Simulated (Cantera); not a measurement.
## Stirred combustor or abatement burner

A perfectly stirred reactor is fed with 4.89 % C₃H₈, 18.8 % O₂, 70.9 % N₂, 5.38 % H₂O, equivalence ratio 1.3, at 5.00 bar; it is adiabatic with a 550 K inlet, and is followed from long to short residence time, starting on the burning branch (τ in s: 0.024, 0.011, 0.0051, 0.0023, 0.0011, 0.00049, 0.00022, 0.0001, 4.6e-05, 2.1e-05, 9.7e-06).

Computed with Cantera and GRI-Mech 3.0 (53 species, 325 reactions). GRI-Mech 3.0 was tuned for natural gas; its chemistry of propane as a main component is partial and can be far from experiment.

| τ (s) | T (K) | x C₃H₈ | x O₂ | x OH | x N₂O | x CH₄ | x CO | x C₂H₄ |
|---|---|---|---|---|---|---|---|---|
| 0.024 | 2208 | 3.30e-7 | 0.000113 | 0.000727 | 2.30e-8 | 2.76e-5 | 0.0661 | 2.04e-6 |
| 0.011 | 2204 | 6.45e-7 | 0.000193 | 0.000907 | 3.20e-8 | 3.65e-5 | 0.0661 | 3.60e-6 |
| 0.0051 | 2199 | 1.22e-6 | 0.000325 | 0.00114 | 4.47e-8 | 4.62e-5 | 0.0661 | 6.15e-6 |
| 0.0023 | 2190 | 2.33e-6 | 0.000556 | 0.00146 | 6.24e-8 | 5.86e-5 | 0.0662 | 1.06e-5 |
| 0.0011 | 2180 | 4.22e-6 | 0.000914 | 0.00180 | 8.29e-8 | 7.52e-5 | 0.0664 | 1.76e-5 |
| 0.00049 | 2165 | 8.21e-6 | 0.00159 | 0.00219 | 1.09e-7 | 0.000106 | 0.0668 | 3.17e-5 |
| 0.00022 | 2143 | 1.65e-5 | 0.00282 | 0.00253 | 1.34e-7 | 0.000165 | 0.0676 | 6.01e-5 |
| 0.00010 | 2109 | 3.56e-5 | 0.00525 | 0.00269 | 1.47e-7 | 0.000294 | 0.0693 | 0.000128 |
| 4.6e-5 | 2037 | 9.60e-5 | 0.0115 | 0.00231 | 1.25e-7 | 0.000694 | 0.0734 | 0.000369 |
| 2.1e-5 | 550 | 0.0489 | 0.188 | <1e-12 | <1e-12 | <1e-12 | <1e-12 | <1e-12 |
| 9.7e-6 | 550 | 0.0489 | 0.188 | <1e-12 | <1e-12 | <1e-12 | <1e-12 | <1e-12 |
x: mole fraction; the columns are a selection and need not sum to one.
